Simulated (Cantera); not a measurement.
A Cantera script and what it prints.

```python
import numpy as np
import cantera as ct

gas_names = [...]  # 135 gases of nasa_gas.yaml made of C, Cl, F, H
cond_names = """
    C(gr) C6H6(L) C7H8(L) C8H18(L),n-octa
""".split()


# ... load() reads the species with a 1 bar reference pressure and builds the phases ...
atoms = {
    'C2F6': {'C': 2, 'F': 6},
    'HCl': {'H': 1, 'CL': 1},
}
top_T = {'C(gr)': 4500}  # K; cautious upper limits of use, not melting points


# ... equilibrate(T, P, feed) seeds the gas with the atoms and calls Mixture.equilibrate('TP', solver="vcs", rtol=1e-11, max_steps=5000) ...
results = []
feed = {'C2F6': 1, 'HCl': 0.45}  # mol
P = 133.322  # Pa
for T in [3000, 3500, 4000, 4500, 5000]:
    mix = equilibrate(T, P, feed)
    results.append((T, P, feed, dict(zip(mix.species_names, mix.species_moles))))

top = {s: max(r[3][s] / sum(r[3][g] for g in gas_names) for r in results) for s in gas_names}
cols = sorted((s for s in top if top[s] > 0.001), key=lambda s: -top[s])[:9]
seen = [c for c in cond_names if any(r[3].get(c, 0) > 1e-12 for r in results)]
print("log10 of partial pressures in bar; condensed amounts in mol")
print(f"{'T/K':>10s}" + "".join(f"{s[:9]:>10s}" for s in cols + seen))
for T, P, feed, n in results:
    ng = sum(n[g] for g in gas_names)
    print(f"{T:10.4g}" + "".join(f"{np.log10(max(n[s] / ng * P / 1e5, 1e-99)):10.3f}" for s in cols)
          + "".join(f"{n.get(c, 0):10.4g}" for c in seen))
```

Output:

```
log10 of partial pressures in bar; condensed amounts in mol
       T/K         F         C        CL        C3        HF        CF         H        C2       CF2
      3000    -3.015    -4.494    -4.077    -4.103    -4.142    -4.150    -4.939    -4.897    -5.447
      3500    -3.037    -3.652    -4.148    -4.908    -4.935    -4.718    -4.226    -4.734    -7.340
      4000    -3.046    -3.532    -4.169    -7.053    -6.011    -5.651    -4.176    -5.637    -9.260
      4500    -3.046    -3.525    -4.171    -8.981    -6.879    -6.460    -4.172    -6.513   -10.829
      5000    -3.047    -3.525    -4.172   -10.542    -7.579    -7.115    -4.172    -7.227   -12.091
```

Cantera equilibrium calculation (NASA polynomials, part measured and part estimated; ideal gas, pure solids and liquids). The feed counts by its element totals alone.
